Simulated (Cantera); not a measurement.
Charge: 1 mol SiH4, 0.048 mol HCl, 4 mol H2, held at 31.0 mbar.

Method: chemical equilibrium by Gibbs-energy minimisation in Cantera with the NASA 1993 tables (ideal gas, pure condensed phases). Candidate condensed phases: Si; 19 gas species. The tables' values for SiCl, SiCl3 are old estimates; treat these amounts as uncertain. Gases not in the tables: Si2H6 and higher silanes. Equilibrium is a limit: real reactors are often held back by kinetics, nucleation or transport.

x: gas mole fraction; n: condensed amount in mol.

| T (K) | x H2 | x H | x HCl | x Si | x SiH | x SiCl2 | n Si(s) | n Si(l) |
|---|---|---|---|---|---|---|---|---|
| 1098 | 0.992 | 1.40e-7 | 0.00744 | <1e-12 | 3.75e-12 | 0.000113 | 0.999 | 0 |
| 1198 | 0.992 | 1.08e-6 | 0.00761 | 4.15e-11 | 1.11e-10 | 0.000137 | 0.999 | 0 |
| 1298 | 0.992 | [?] | 0.00761 | [?] | [?] | [?] | 0.999 | 0 |
| 1398 | 0.992 | 2.68e-5 | 0.00759 | 2.51e-8 | 2.22e-8 | 0.000171 | 0.999 | 0 |
| 1498 | 0.992 | [?] | 0.00756 | [?] | [?] | 0.000185 | 0.999 | 0 |
| 1598 | 0.992 | 0.000301 | 0.00754 | 3.02e-6 | 1.16e-6 | 0.000197 | 0.999 | 0 |
| 1698 | 0.991 | 0.000818 | 0.00751 | 2.12e-5 | 5.78e-6 | 0.000205 | 0 | 0.998 |
| 1798 | 0.990 | 0.00199 | 0.00755 | 9.95e-5 | 2.00e-5 | 0.000178 | 0 | 0.998 |
| 1898 | 0.987 | 0.00441 | 0.00755 | 0.000396 | 6.05e-5 | 0.000157 | 0 | 0.996 |
| 1998 | 0.982 | 0.00903 | 0.00751 | 0.00137 | 0.000163 | 0.000138 | 0 | 0.989 |
| 2098 | 0.970 | 0.0172 | 0.00739 | 0.00421 | 0.000398 | 0.000121 | 0 | 0.968 |

Task: What belongs in the gaps?

Result: 
- 1298, x H: 6.06e-6
- 1298, x Si: 1.31e-9
- 1298, x SiH: 1.93e-9
- 1298, x SiCl2: 0.000155
- 1498, x H: 9.72e-5
- 1498, x Si: 3.24e-7
- 1498, x SiH: 1.84e-7
